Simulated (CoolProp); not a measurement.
Model: reference Helmholtz-energy equation of state, Lemmon 2009, in CoolProp.

Question: For propane, give the phase and the expansivity (1/kK), viscosity (µPa s), fugacity coefficient at -92.05 °C and 178 bar.

Answer: 
- -92.05 °C and 178 bar: liquid; expansivity 1.47, viscosity 432, fugacity coefficient 0.000696

Viscosity comes from a separate model (Vogel 1998).
